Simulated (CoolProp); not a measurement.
Vapour-liquid equilibrium of ethylene (1) + ethane (2) at -74.85 °C; x and y are mole fractions of (1).

Model: multi-fluid Helmholtz-energy mixture model, Smukala 2000 and Bücker 2006; pair parameters Bell 2016, in CoolProp.

```json
[
 {"x": "0.05", "bubble pressure, mixture model (MPa)": "0.2152", "bubble pressure, Raoult's law (MPa)": "0.2122", "y, mixture model": "0.108", "y, Raoult's law": "0.100"},
 {"x": "0.125", "bubble pressure, mixture model (MPa)": "…", "bubble pressure, Raoult's law (MPa)": "0.2289", "y, mixture model": "0.241", "y, Raoult's law": "0.232"},
 {"x": "0.2", "bubble pressure, mixture model (MPa)": "0.2532", "bubble pressure, Raoult's law (MPa)": "0.2457", "y, mixture model": "0.349", "y, Raoult's law": "0.346"},
 {"x": "0.275", "bubble pressure, mixture model (MPa)": "0.2704", "bubble pressure, Raoult's law (MPa)": "0.2625", "y, mixture model": "0.440", "y, Raoult's law": "0.445"},
 {"x": "0.35", "bubble pressure, mixture model (MPa)": "0.2868", "bubble pressure, Raoult's law (MPa)": "0.2792", "y, mixture model": "…", "y, Raoult's law": "0.532"},
 {"x": "0.425", "bubble pressure, mixture model (MPa)": "…", "bubble pressure, Raoult's law (MPa)": "0.2960", "y, mixture model": "…", "y, Raoult's law": "0.610"},
 {"x": "0.5", "bubble pressure, mixture model (MPa)": "0.3186", "bubble pressure, Raoult's law (MPa)": "0.3128", "y, mixture model": "0.659", "y, Raoult's law": "0.679"},
 {"x": "0.575", "bubble pressure, mixture model (MPa)": "…", "bubble pressure, Raoult's law (MPa)": "0.3295", "y, mixture model": "0.720", "y, Raoult's law": "0.741"},
 {"x": "0.65", "bubble pressure, mixture model (MPa)": "0.3498", "bubble pressure, Raoult's law (MPa)": "0.3463", "y, mixture model": "0.777", "y, Raoult's law": "0.797"},
 {"x": "0.725", "bubble pressure, mixture model (MPa)": "0.3655", "bubble pressure, Raoult's law (MPa)": "0.3631", "y, mixture model": "0.831", "y, Raoult's law": "0.848"},
 {"x": "0.8", "bubble pressure, mixture model (MPa)": "…", "bubble pressure, Raoult's law (MPa)": "0.3798", "y, mixture model": "0.881", "y, Raoult's law": "0.894"},
 {"x": "0.875", "bubble pressure, mixture model (MPa)": "0.3974", "bubble pressure, Raoult's law (MPa)": "0.3966", "y, mixture model": "…", "y, Raoult's law": "0.937"},
 {"x": "0.95", "bubble pressure, mixture model (MPa)": "0.4136", "bubble pressure, Raoult's law (MPa)": "0.4134", "y, mixture model": "0.972", "y, Raoult's law": "0.976"}
]
```

Q: Complete the blanks.

A: 
- 0.125, bubble pressure, mixture model (MPa): 0.2349
- 0.35, y, mixture model: 0.521
- 0.425, bubble pressure, mixture model (MPa): 0.3028
- 0.425, y, mixture model: 0.593
- 0.575, bubble pressure, mixture model (MPa): 0.3342
- 0.8, bubble pressure, mixture model (MPa): 0.3813
- 0.875, y, mixture model: 0.928

The largest gap from Raoult's law is +3.1 % in bubble pressure, at x = 0.2. No azeotrope shows between x = 0.05 and 0.95.

The pair parameters rest on a limited set of measurements; away from them the model extrapolates.
